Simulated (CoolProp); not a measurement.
A simple Rankine cycle with R1224YDZ: condensing at 314.15 K, boiler at 1.17 MPa, turbine inlet 378.7 K, turbine efficiency 0.75, pump efficiency 0.6, no recuperator. Each further row changes one setting.

Model: reference Helmholtz-energy equation of state, Akasaka 2023, in CoolProp.

```
case                             thermal efficiency (%)  net work (kJ/kg)  heat in (kJ/kg)  turbine exit temperature (K)  volume ratio over the turbine
-------------------------------  ----------------------  ----------------  ---------------  ----------------------------  -----------------------------
as stated                                           9.4              18.6              197                         339.8                           5.10
turbine inlet 398.7 K                               9.4              20.5              219                         362.1                           4.91
condensing temperature 306.15 K                    10.6              21.9              207                         334.7                           6.59
boiler pressure 0.819 MPa                           7.6              15.5              204                         351.5                           3.36
turbine efficiency 0.65                             8.1              16.0              197                         342.8                           5.16
```
